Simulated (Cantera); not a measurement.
An isothermal, constant-pressure homogeneous reactor starts with 15.9 % CH4, 76.6 % CO2, 7.50 % H2, at 1998 K and 0.133 bar.

Model: GRI-Mech 3.0 (53 species, 325 reactions), integrated in Cantera.

One state of this run: x CH4 = 1.09e-12; x CO2 = 0.247; x H2 = 0.0855; x CH2 = <1e-12; x CO = 0.454; x CH3 = <1e-12; x H2O2 = 2.78e-10. x: mole fraction; the columns are a selection and need not sum to one.

Task: Which value of t (s) does it belong to?
A) 2.40
B) 4.00e-5
C) 0.0245
D) 0.00157

Result: A, 2.40
